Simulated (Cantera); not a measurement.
Charge: 1 mol TiO₂, 3.3 mol CH₄, 0.38 mol CO, at 1000 °C and 44.0 mbar.

Method: chemical equilibrium by Gibbs-energy minimisation in Cantera with the NASA 1993 tables (ideal gas, pure condensed phases). Candidate condensed phases: C, C₆H₆, C₇H₈, C₈H₁₈, H₂O, Ti, TiC, TiO, TiO₂, Ti₂O₃, Ti₃O₅, Ti₄O₇; 113 gas species. Mutual solubility and eutectic melting of coexisting phases are not modelled. TiC: taken at fixed stoichiometry. Rates play no part.

Base state: H₂ 0.855, CO 0.145, CH₄ 0.000302, H₂O 6.47e-5 (mole fractions); condensed: C(graphite) + TiC(s) + Ti₃O₅(s).

What changes in the equilibrium state with this change: temperature from 1000 °C to 1052 °C?


| species | before | after |
|---|---|---|
| H₂ | 0.855 | 0.735 |
| CO | 0.145 | 0.265 |
| CH₄ | 0.000302 | 0.000159 |
| CO₂ | 6.63e-6 | 1.19e-5 |
| H₂O | 6.47e-5 | 6.16e-5 |
| C(graphite), mol | 2.32 | 0.299 |
| TiC(s), mol | 0.243 | 1.00 |
| Ti₃O₅(s), mol | 0.252 | 0 |
